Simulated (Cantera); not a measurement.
Cantera with NASA thermochemical tables; ideal gases at 1 bar, condensed phases pure. Values are per mole of reaction as written; species without (g) are pure solids or liquids, kept so even where they would boil at 1 bar.

3 AlCl(g) + N2(g) ⇌ AlCl3 + 2 AlN

| T (K) | ΔH° (kJ) | ΔS° (J/K) | ΔG° (kJ) | log10 K | condensed phases |
|---|---|---|---|---|---|
| 400 | (withheld) | (withheld) | (withheld) | (withheld) | AlCl3(s), AlN(s) |
| 425 | -1183.4 | -715.5 | -879.3 | 108.07 | AlCl3(s), AlN(s) |
| 450 | -1182.4 | -713.1 | -861.5 | 99.99 | AlCl3(s), AlN(s) |
| 475 | (withheld) | (withheld) | (withheld) | (withheld) | AlCl3(l), AlN(s) |
| 500 | (withheld) | (withheld) | (withheld) | (withheld) | AlCl3(l), AlN(s) |
| 525 | (withheld) | (withheld) | (withheld) | (withheld) | AlCl3(l), AlN(s) |
| 550 | -1140.5 | -624.2 | -797.2 | 75.71 | AlCl3(l), AlN(s) |

**Question.** Some entries are withheld; supply them.

**Answer.** 
- 400, ΔH° (kJ): -1184.4
- 400, ΔS° (J/K): -717.9
- 400, ΔG° (kJ): -897.2
- 400, log10 K: 117.17
- 475, ΔH° (kJ): -1145.7
- 475, ΔS° (J/K): -634.3
- 475, ΔG° (kJ): -844.4
- 475, log10 K: 92.85
- 500, ΔH° (kJ): -1144.0
- 500, ΔS° (J/K): -630.8
- 500, ΔG° (kJ): -828.6
- 500, log10 K: 86.56
- 525, ΔH° (kJ): -1142.2
- 525, ΔS° (J/K): -627.5
- 525, ΔG° (kJ): -812.8
- 525, log10 K: 80.87
